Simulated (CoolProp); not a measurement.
The fluid at 298.15 K and 10.8 MPa is throttled through a valve to 1.73 MPa with no heat exchange. The same conditions are run with several fluids, on thermodynamics alone (safety and materials aside).

Model: reference Helmholtz-energy equation of state of each fluid (sulfur hexafluoride: Guder 2009; dodecamethylcyclohexasiloxane (D6): Colonna 2008; octamethyltrisiloxane (MDM): Thol 2017; dimethyl ether: Wu 2011; cis-2-butene: Lemmon 2005), in CoolProp.

Rank sulfur hexafluoride, dodecamethylcyclohexasiloxane (D6), octamethyltrisiloxane (MDM), dimethyl ether, cis-2-butene by temperature change (K), highest first.

octamethyltrisiloxane (MDM) (+4.1), dodecamethylcyclohexasiloxane (D6) (+4.0), cis-2-butene (+3.0), dimethyl ether (+1.8), sulfur hexafluoride (-12.8)

```
fluid                                                    final phase  final density (kg/m³)
----------------------------------  --------------------------------  ---------------------
sulfur hexafluoride                 two-phase, vapour fraction 0.146                    644
dodecamethylcyclohexasiloxane (D6)                            liquid                    968
octamethyltrisiloxane (MDM)                                   liquid                    814
dimethyl ether                                                liquid                    661
cis-2-butene                                                  liquid                    614
```
